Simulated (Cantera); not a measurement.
Input: 1 mol SiC, 0.0016 mol O2, 2.2 mol N2, held at 1 atm.

These are equilibrium values from Cantera (NASA tables, ideal gas, pure condensed phases), not measurements of a reactor. Candidate condensed phases: C, Si, SiC, SiO2, Si2N2O, Si3N4; 34 gas species. N2 is the only nitrogen source here; it is nearly inert below about 1500 K, so the nitride shown seldom forms there in practice. Mutual solubility and eutectic melting of coexisting phases are not modelled. The tables' values for SiN are old estimates; treat these amounts as uncertain. The numbers say what is thermodynamically allowed, not how fast it happens.

x: gas mole fraction; n: condensed amount in mol.

| T (°C) | x N2 | x CO | x SiO | x Si | x SiN | x Si2N | x Si2C | n C(graphite) | n Si2N2O(s) | n Si3N4(s) | n SiC(s) |
|---|---|---|---|---|---|---|---|---|---|---|---|
| 700 | 1.00 | 5.37e-11 | <1e-12 | <1e-12 | <1e-12 | <1e-12 | <1e-12 | 1.00 | 0.00320 | 0.331 | 0 |
| 800 | 1.00 | 2.44e-9 | <1e-12 | <1e-12 | <1e-12 | <1e-12 | <1e-12 | 1.00 | 0.00320 | 0.331 | 0 |
| 900 | 1.00 | 5.73e-8 | <1e-12 | <1e-12 | <1e-12 | <1e-12 | <1e-12 | 1.00 | 0.00320 | 0.331 | 0 |
| 1000 | 1.000 | 8.13e-7 | 7.74e-12 | <1e-12 | <1e-12 | <1e-12 | <1e-12 | 1.000 | 0.00320 | 0.331 | 0 |
| 1100 | 1.000 | 7.78e-6 | 4.21e-10 | <1e-12 | <1e-12 | <1e-12 | <1e-12 | 1.000 | 0.00319 | 0.331 | 0 |
| 1200 | 1.000 | 5.45e-5 | 1.32e-8 | 4.89e-12 | 7.11e-12 | <1e-12 | <1e-12 | 1.000 | 0.00312 | 0.331 | 0 |
| 1300 | 1.000 | 0.000297 | 2.63e-7 | 1.75e-10 | 1.69e-10 | <1e-12 | <1e-12 | 1.000 | 0.00274 | 0.332 | 0 |
| 1400 | 0.999 | 0.00131 | 3.65e-6 | 4.08e-9 | 2.72e-9 | 4.84e-11 | 1.54e-11 | 0.998 | 0.00118 | 0.333 | 0 |
| 1500 | 0.999 | 0.00144 | 1.61e-5 | 6.60e-8 | 3.19e-8 | 1.66e-9 | 6.06e-10 | 0 | 0 | 0.00104 | 0.997 |
| 1600 | 0.999 | 0.00138 | 7.01e-5 | 7.89e-7 | 2.86e-7 | 3.85e-8 | 1.22e-8 | 0 | 0 | 0.000963 | 0.997 |
| 1700 | 0.999 | 0.00122 | 0.000238 | 7.30e-6 | 2.04e-6 | 6.44e-7 | 1.78e-7 | 0 | 0 | … | 0.997 |
| 1800 | 0.998 | 0.000876 | 0.000576 | 5.42e-5 | 1.20e-5 | 8.13e-6 | 2.00e-6 | 0 | 0 | … | 0.998 |
| 1900 | 0.998 | 0.000874 | 0.000578 | 0.000193 | 3.46e-5 | 2.71e-5 | 1.03e-5 | 0 | 0 | … | 0.998 |

Task: Complete the blanks.

Result: 
- 1700, n Si3N4(s): 0.000710
- 1800, n Si3N4(s): 0.000158
- 1900, n Si3N4(s): 0
